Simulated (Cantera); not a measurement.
A closed system holds: 1 mol TiO2, 0.31 mol C, 0.76 mol H2, equilibrated at 15.8 Torr.

Equilibrium computed with Cantera from the NASA thermochemical tables; the gas is ideal and each condensed phase is pure. Candidate condensed phases: C, C6H6, C7H8, C8H18, H2O, Ti, TiC, TiO, TiO2, Ti2O3, Ti3O5, Ti4O7; 113 gas species. Mutual solubility and eutectic melting of coexisting phases are not modelled. Condensed phases not in the tables: Magnéli phases beyond Ti4O7. The numbers say what is thermodynamically allowed, not how fast it happens.

### Question
At 1550 K, list the 5 most abundant gas species with their mole fractions, and the condensed phases.

### Answer
H2 0.706, CO 0.289, H2O 0.00459, CO2 0.000672, H 0.000183. Condensed: Ti3O5(s) + Ti4O7(s).
